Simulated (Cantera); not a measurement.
Input: 1 mol SiH₂Cl₂, 3.8 mol NH₃, 0.72 mol H₂, at 33000 Pa.

Equilibrium computed with Cantera from the NASA thermochemical tables; the gas is ideal and each condensed phase is pure. Candidate condensed phases: NH₄Cl, Si, Si₃N₄; 28 gas species. The tables' values for SiCl₃, SiCl, SiN are old estimates; treat these amounts as uncertain. Gases not in the tables: Si₂H₆ and higher silanes. The numbers say what is thermodynamically allowed, not how fast it happens.

x: gas mole fraction; n: condensed amount in mol.

```tsv
T (K)	x H₂	x HCl	x N₂	x SiCl₂	x H	x SiCl₄	n Si₃N₄(s)	n Si(l)
900	0.673	0.192	0.130	1.40e-9	1.67e-10	0.00381	0.321	0
1050	0.670	0.198	0.129	2.39e-7	1.16e-8	0.00229	0.326	0
1200	0.669	0.201	0.129	1.09e-5	2.81e-7	0.00153	0.328	0
1350	0.668	0.201	0.129	0.000204	3.39e-6	0.00109	0.328	0
1500	0.669	0.197	0.130	0.00199	2.51e-5	0.000752	0.321	0
1650	0.674	?	0.135	?	?	?	?	0
1800	0.683	?	0.146	?	?	?	?	0
1950	0.665	0.105	0.184	0.0425	0.00163	2.21e-5	0	0.547
2100	0.659	0.111	0.184	0.0398	0.00440	6.58e-6	0	0.568
```

Q: What belongs in the gaps?

A: 
- 1800, x HCl: 0.140
- 1800, x SiCl₂: 0.0288
- 1800, x H: 0.000515
- 1800, x SiCl₄: 0.000112
- 1800, n Si₃N₄(s): 0.233
- 1650, x HCl: 0.178
- 1650, x SiCl₂: 0.0104
- 1650, x H: 0.000130
- 1650, x SiCl₄: 0.000386
- 1650, n Si₃N₄(s): 0.293
